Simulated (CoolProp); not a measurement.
Vapour-liquid equilibrium of C3F8 (R218) (1) + R134a (2) at 0.431 MPa; x and y are mole fractions of (1).

The numbers come from the multi-fluid Helmholtz-energy mixture model, Lemmon 2006 and Tillner-Roth 1994; pair parameters Bell 2016 in CoolProp.

Q: Give the bubble temperature and the first vapour's composition at x = 0.05, 0.8, 0.95. Is there an azeotrope?

A: x = 0.05: 7.1 °C, y = 0.156; x = 0.8: -3.3 °C, y = 0.738; x = 0.95: -0.6 °C, y = 0.907. y crosses x between x = 0.5 and 0.65: the model has an azeotrope there.

The pair parameters rest on a limited set of measurements; away from them the model extrapolates.
